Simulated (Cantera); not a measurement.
Feed: 1 mol Si2H6, 11 mol N2, equilibrated at 1798 K and 0.380 bar.

Method: chemical equilibrium by Gibbs-energy minimisation in Cantera with the NASA 1993 tables (ideal gas, pure condensed phases). Candidate condensed phases: Si, Si3N4; 18 gas species. The feed counts by its element totals alone. Rates play no part.

Base state: N2 0.763, H2 0.237, H 0.000278 (mole fractions); condensed: Si3N4(s).

**Question.** What changes in the equilibrium state with this change: Si2H6 replaced by SiHCl3?

**Answer.** 
```
species          before     after
-------------  --------  --------
N2                0.763     0.854
SiCl2                 0    0.0622
HCl                   0    0.0584
H2                0.237   0.00951
SiCl3                 0    0.0117
SiCl4                 0   0.00356
Cl                    0  0.000262
SiHCl3                0  0.000145
SiCl                  0   1.47e-5
H              0.000278   5.57e-5
Si3N4(s), mol     0.667         0
```
The tables' values for SiCl3, SiCl are old estimates; treat these amounts as uncertain. Further candidate phases: NH4Cl.
